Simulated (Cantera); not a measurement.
Charge: 1 mol CCl4, 1.2 mol H2, 0.031 mol F2, held at 0.000650 bar.

Method: chemical equilibrium by Gibbs-energy minimisation in Cantera with the NASA 1993 tables (ideal gas, pure condensed phases). Candidate condensed phases: C, C6H6, C7H8, C8H18; 118 gas species. The tables' values for CCl are old estimates; treat these amounts as uncertain. Kinetics and transport are ignored.

log p: log10 of the partial pressure in bar; n: condensed amount in mol.

```
T (°C)  log p Cl  log p HCl  log p H  log p C  log p H2  log p C3  log p HF  n C(graphite)
------  --------  ---------  -------  -------  --------  --------  --------  -------------
1375       -3.58      -3.42    -8.05   -14.52     -7.99    -15.15     -5.00          1.000
1525       -3.58      -3.43        …        …         …         …     -5.00          1.000
1675       -3.57      -3.43    -5.88   -11.02     -5.87    -11.13     -5.01          1.000
1825       -3.55      -3.47    -5.07    -9.64     -5.13     -9.56     -5.01          1.000
1975       -3.50      -3.57    -4.48    -8.45     -4.69     -8.20     -5.04          0.999
2125       -3.44      -3.77    -4.08    -7.41     -4.55     -7.02     -5.09          0.994
2275       -3.41      -4.07    -3.83    -6.50     -4.65     -5.99     -5.14          0.961
2425       -3.41      -4.47    -3.72    -5.68     -4.94     -5.07     -5.20          0.707
2575       -3.42      -4.91    -3.68    -5.07     -5.33     -4.57     -5.30              0
2725       -3.43      -5.32    -3.67    -4.69     -5.72     -4.68     -5.47              0
2875       -3.44          …    -3.67        …         …         …         …              0
3025       -3.45      -6.07    -3.67    -4.20     -6.47     -5.31     -6.13              0
```

Q: Fill in the missing entries.

A: 
- 1525, log p H: -6.87
- 1525, log p C: -12.62
- 1525, log p H2: -6.84
- 1525, log p C3: -12.97
- 2875, log p HCl: -5.71
- 2875, log p C: -4.39
- 2875, log p H2: -6.11
- 2875, log p C3: -4.90
- 2875, log p HF: -5.76
